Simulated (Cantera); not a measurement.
A Cantera script and what it prints.

```python
import numpy as np
import cantera as ct

gas_names = [...]  # 95 gases of nasa_gas.yaml made of C, F, H
cond_names = """
    C(gr) C6H6(L) C7H8(L) C8H18(L),n-octa
""".split()


# ... load() reads the species with a 1 bar reference pressure and builds the phases ...
atoms = {
    'CH3F': {'C': 1, 'H': 3, 'F': 1},
    'F2': {'F': 2},
    'H2': {'H': 2},
}
top_T = {'C(gr)': 4500}  # K; cautious upper limits of use, not melting points


# ... equilibrate(T, P, feed) seeds the gas with the atoms and calls Mixture.equilibrate('TP', solver="vcs", rtol=1e-11, max_steps=5000) ...
results = []
feed = {'CH3F': 1, 'F2': 0.51, 'H2': 1.2}  # mol
P = 9.6  # Pa
for T in [823, 1023, 1223, 1423, 1623, 1823, 2023, 2223, 2423, 2623, 2823, 3023, 3223]:
    mix = equilibrate(T, P, feed)
    results.append((T, P, feed, dict(zip(mix.species_names, mix.species_moles))))
    x = sorted(zip(gas.X, gas.species_names), reverse=True)
    print(f"T = {T:g} K  P = {P:g} Pa  gas = {mix.phase_moles(0):.4g} mol")
    print("   x: " + "  ".join(f"{s} {v:.3e}" for v, s in x if v > 0.001))
    print("   condensed (mol): " + ("  ".join(f"{mix.phase(i).name} {mix.phase_moles(i):.4g}"
          for i in range(1, mix.n_phases) if mix.phase_moles(i) > 1e-12) or "none"))
```

Result:

```
T = 823 K  P = 9.6 Pa  gas = 3.71 mol
   x: HF 5.445e-01  H2 4.555e-01
   condensed (mol): C(gr) 0.9999
T = 1023 K  P = 9.6 Pa  gas = 3.71 mol
   x: HF 5.445e-01  H2 4.555e-01
   condensed (mol): C(gr) 1
T = 1223 K  P = 9.6 Pa  gas = 3.71 mol
   x: HF 5.445e-01  H2 4.555e-01
   condensed (mol): C(gr) 1
T = 1423 K  P = 9.6 Pa  gas = 3.711 mol
   x: HF 5.443e-01  H2 4.552e-01
   condensed (mol): C(gr) 1
T = 1623 K  P = 9.6 Pa  gas = 3.719 mol
   x: HF 5.432e-01  H2 4.521e-01  H 4.743e-03
   condensed (mol): C(gr) 0.9999
T = 1823 K  P = 9.6 Pa  gas = 3.765 mol
   x: HF 5.365e-01  H2 4.342e-01  H 2.914e-02
   condensed (mol): C(gr) 0.9993
T = 2023 K  P = 9.6 Pa  gas = 3.942 mol
   x: HF 5.123e-01  H2 3.695e-01  H 1.178e-01
   condensed (mol): C(gr) 0.9974
T = 2223 K  P = 9.6 Pa  gas = 4.398 mol
   x: HF 4.587e-01  H 3.121e-01  H2 2.278e-01
   condensed (mol): C(gr) 0.9932
T = 2423 K  P = 9.6 Pa  gas = 5.025 mol
   x: H 5.142e-01  HF 3.976e-01  H2 8.072e-02  F 4.303e-03  C3 1.502e-03
   condensed (mol): C(gr) 0.9637
T = 2623 K  P = 9.6 Pa  gas = 5.717 mol
   x: H 5.831e-01  HF 3.229e-01  C3 3.199e-02  F 2.902e-02  H2 1.840e-02  C 8.681e-03  C2 3.018e-03  CF 1.357e-03
   condensed (mol): C(gr) 0.3394
T = 2823 K  P = 9.6 Pa  gas = 6.632 mol
   x: H 6.147e-01  HF 1.897e-01  F 1.112e-01  C 3.667e-02  C3 3.141e-02  C2 7.401e-03  H2 4.615e-03  CF 3.618e-03
   condensed (mol): none
T = 3023 K  P = 9.6 Pa  gas = 7.695 mol
   x: H 6.347e-01  F 1.952e-01  C 8.514e-02  HF 6.426e-02  C3 9.062e-03  C2 7.125e-03  CF 3.073e-03  H2 1.348e-03
   condensed (mol): none
T = 3223 K  P = 9.6 Pa  gas = 8.229 mol
   x: H 6.381e-01  F 2.270e-01  C 1.125e-01  HF 1.726e-02  C2 2.748e-03  CF 1.193e-03
   condensed (mol): none
```

These are equilibrium values from Cantera (NASA tables, ideal gas, pure condensed phases), not measurements of a reactor.
